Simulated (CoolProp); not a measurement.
Model: reference Helmholtz-energy equation of state, Akasaka 2015, in CoolProp.

Problem. Give the vapour pressure (MPa), liquid density (kg/m³), vapour density (kg/m³), liquid viscosity (µPa s) of saturated R245fa at 39.05 °C.

Solution. 
```csv
T (°C),p (MPa),liquid density (kg/m³),vapour density (kg/m³),liquid viscosity (µPa s)
39.05,0.243,1300,13.6,335
```

Viscosity comes from a separate model (Bell 2016), an estimate that may be off by 10 % or more.
